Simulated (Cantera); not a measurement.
## Low-pressure radical oxidation in H2/O2

An isothermal, constant-pressure homogeneous reactor starts with 7.83 % H2, 92.2 % O2, at 1125 K and 0.00140 bar.

Computed with Cantera and the H2/O2 subset of GRI-Mech 3.0, which has no nitrogen chemistry. Radical loss at walls, strong at low pressure, is not modelled. The temperature is held fixed by assumption; the heat of reaction is taken as removed at once.

```csv
t (s),x H2,x O2,x O,x H,x HO2,x H2O
2.00e-6,0.0783,0.922,<1e-12,3.06e-12,3.06e-12,<1e-12
8.53e-6,0.0783,0.922,<1e-12,1.30e-11,1.31e-11,<1e-12
3.64e-5,0.0783,0.922,1.60e-12,5.42e-11,5.58e-11,<1e-12
0.000155,0.0783,0.922,2.69e-11,2.14e-10,2.38e-10,3.02e-12
0.000663,0.0783,0.922,3.96e-10,7.90e-10,1.02e-9,1.72e-10
0.00283,0.0783,0.922,7.15e-9,6.05e-9,4.33e-9,8.87e-9
0.0121,0.0783,0.922,6.99e-6,5.22e-6,2.36e-8,1.22e-5
0.0515,0.00187,0.866,0.0438,0.0195,6.30e-7,0.0648
0.220,0.00164,0.871,0.0402,0.0167,6.25e-7,0.0669
0.937,0.00116,0.887,0.0268,0.00931,6.06e-7,0.0724
4.00,0.000313,0.911,0.00679,0.00120,4.37e-7,0.0794
```
x: mole fraction; the columns are a selection and need not sum to one.

Equilibrium at this temperature and pressure: H2 5.52e-9, O2 0.918, O 1.19e-7, H 8.88e-11, HO2 2.91e-9, H2O 0.0815 (gas phase only).
